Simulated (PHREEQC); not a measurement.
Dissolve 0.012 mol H3BO3, 0.0087 mol NH3 and 0.15 mol LiCl per kg of water at 10 °C. Closed to the air; pH follows from the charge balance.

Computed with PHREEQC (ion-association model, phreeqc.dat).

| Quantity | Value |
|---|---|
| pH | 9.35 |
| ionic strength | 0.157 mol/kgw |
| density | 1.004 g/cm³ |
| total alkalinity | 8.70 meq/kg |

| species | molality | activity | log γ |
|---|---|---|---|
| Cl- | 0.150 | 0.111 | -0.132 |
| Li+ | 0.150 | 0.116 | -0.111 |
| NH4+ | 0.00679 | 0.00481 | -0.149 |
| H2BO3- | 0.00678 | 0.00517 | -0.118 |
| H3BO3 | 0.00522 | 0.00541 | 0.016 |
| NH3 | 0.00191 | 0.00198 | 0.016 |
| OH- | 8.85e-6 | 6.47e-6 | -0.136 |

No solid was allowed to form. Complexes and solids missing from the database can't appear. Away from 25 °C the constants follow the database's enthalpies or fits; those with neither stay at their 25 °C values.
